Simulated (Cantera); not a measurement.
# Oxide etching and cleaning by halides: Al2O3 + HCl + N2

A closed system holds: 1 mol Al2O3, 17 mol HCl, 1.3 mol N2, at 14.0 mbar.

Cantera equilibrium calculation (NASA polynomials, part measured and part estimated; ideal gas, pure solids and liquids). Candidate condensed phases: Al, AlCl3, AlN, Al2O3, H2O, NH4Cl; 45 gas species. The tables' values for AlCl2 are old estimates; treat these amounts as uncertain. Equilibrium is a limit: real reactors are often held back by kinetics, nucleation or transport.

| T (°C) | log p HCl | log p N2 | log p Cl | log p H2 | log p H2O | log p AlCl3 | n Al2O3(s) |
|---|---|---|---|---|---|---|---|
| 800 | -1.89 | -3.00 | -6.49 | -6.59 | -5.32 | -5.49 | 0.998 |
| 850 | -1.89 | -3.00 | -6.15 | -6.32 | -5.18 | -5.36 | 0.997 |
| 900 | -1.89 | -3.00 | -5.84 | -6.06 | -5.06 | -5.23 | 0.996 |
| 950 | -1.89 | -3.00 | -5.57 | -5.81 | -4.94 | -5.12 | 0.995 |
| 1000 | -1.89 | -3.00 | -5.32 | -5.58 | -4.84 | -5.01 | 0.994 |
| 1050 | -1.89 | -3.00 | -5.09 | -5.36 | -4.74 | -4.92 | 0.992 |
| 1100 | -1.89 | -3.00 | -4.87 | -5.15 | -4.65 | -4.83 | 0.990 |
| 1150 | -1.89 | -3.00 | -4.67 | -4.96 | -4.57 | -4.75 | 0.988 |
| 1200 | -1.89 | -3.00 | -4.49 | -4.78 | -4.49 | -4.67 | 0.986 |
| 1250 | -1.89 | -3.00 | -4.32 | -4.61 | -4.42 | -4.60 | 0.984 |
| 1300 | -1.89 | -3.00 | -4.16 | -4.45 | -4.36 | -4.54 | 0.981 |
| 1350 | -1.89 | -3.00 | -4.01 | -4.30 | -4.30 | -4.48 | 0.978 |
| 1400 | -1.90 | -3.00 | -3.86 | -4.16 | -4.24 | -4.42 | 0.975 |
| 1450 | -1.90 | -3.00 | -3.73 | -4.03 | -4.19 | -4.37 | 0.972 |
log p: log10 of the partial pressure in bar; n: condensed amount in mol.

From 800 °C to 1450 °C the condensed part is Al2O3(s). The main Al-bearing gas is AlCl3 throughout. The share of Al in condensed phases is highest at 800 °C (99.8 %) and lowest at 1450 °C (97.2 %).
